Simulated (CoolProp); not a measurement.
Vapour-liquid equilibrium of propane (1) + neopentane (2) at 281.7 K; x and y are mole fractions of (1).

The numbers come from the multi-fluid Helmholtz-energy mixture model, Lemmon 2009 and Lemmon 2006; pair parameters Bell 2016 in CoolProp.

Question: Give the bubble pressure and the first vapour's composition at x = 0.05, 0.25, 0.35. Is there an azeotrope?

Answer: x = 0.05: 0.1103 MPa, y = 0.152; x = 0.25: 0.1644 MPa, y = 0.544; x = 0.35: 0.1986 MPa, y = 0.676. No azeotrope shows between x = 0.05 and 0.95.

Pair parameters are fitted to limited data, so mixtures are less certain than the pure fluids.
